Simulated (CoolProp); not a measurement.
Vapour-liquid equilibrium of dimethyl ether (1) + ethanol (2) at 9.09 kPa; x and y are mole fractions of (1).

The numbers come from the multi-fluid Helmholtz-energy mixture model, Wu 2011 and Schroeder 2014; pair parameters Bell 2016 in CoolProp.

```json
[
 {"x": "0.05", "bubble temperature, mixture model (K)": "247.3", "bubble temperature, Raoult's law (K)": "260.9", "y, mixture model": "0.978", "y, Raoult's law": "0.933"},
 {"x": "0.2", "bubble temperature, mixture model (K)": "221.7", "bubble temperature, Raoult's law (K)": "231.3", "y, mixture model": "0.998", "y, Raoult's law": "0.996"},
 {"x": "0.35", "bubble temperature, mixture model (K)": "214.3", "bubble temperature, Raoult's law (K)": "221.0", "y, mixture model": "0.999", "y, Raoult's law": "0.999"},
 {"x": "0.5", "bubble temperature, mixture model (K)": "210.7", "bubble temperature, Raoult's law (K)": "215.0", "y, mixture model": "1.000", "y, Raoult's law": "1.000"},
 {"x": "0.65", "bubble temperature, mixture model (K)": "208.5", "bubble temperature, Raoult's law (K)": "210.8", "y, mixture model": "1.000", "y, Raoult's law": "1.000"},
 {"x": "0.8", "bubble temperature, mixture model (K)": "206.7", "bubble temperature, Raoult's law (K)": "207.6", "y, mixture model": "1.000", "y, Raoult's law": "1.000"},
 {"x": "0.95", "bubble temperature, mixture model (K)": "205.0", "bubble temperature, Raoult's law (K)": "205.0", "y, mixture model": "1.000", "y, Raoult's law": "1.000"}
]
```

The largest gap from Raoult's law is -13.6 K in bubble temperature, at x = 0.05. No azeotrope shows between x = 0.05 and 0.95.

The pair parameters rest on a limited set of measurements; away from them the model extrapolates. With so large a gap from Raoult's law the liquid may split in two, which this calculation doesn't test in full.
